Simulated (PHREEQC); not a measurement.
## Copper plating or etch bath: speciation

Solution (25 °C): 0.038 mol/kgw CuCl2. Closed to the air; pH follows from the charge balance.

Computed with PHREEQC (ion-association model, phreeqc.dat).

The pH is 4.46, the ionic strength is 0.108 mol/kgw and the specific conductance is 7300 µS/cm. The density is 1.002 g/cm³.

| species | molality | activity | log γ |
|---|---|---|---|
| Cl- | 0.0732 | 0.0557 | -0.119 |
| Cu+2 | 0.0352 | 0.0138 | -0.407 |
| CuCl+ | 0.00270 | 0.00206 | -0.117 |
| CuCl2 | 6.02e-5 | 6.17e-5 | 0.011 |
| H+ | 4.26e-5 | 3.50e-5 | -0.085 |
| Cu2(OH)2+2 | 1.85e-5 | 6.74e-6 | -0.439 |
| CuOH+ | 5.14e-6 | 3.92e-6 | -0.117 |
| Cu(OH)2 | 2.28e-7 | 2.33e-7 | 0.011 |
| CuCl3- | 1.60e-8 | 1.22e-8 | -0.117 |

This is a speciation only: nothing precipitates in the calculation. Complexes and solids missing from the database can't appear.
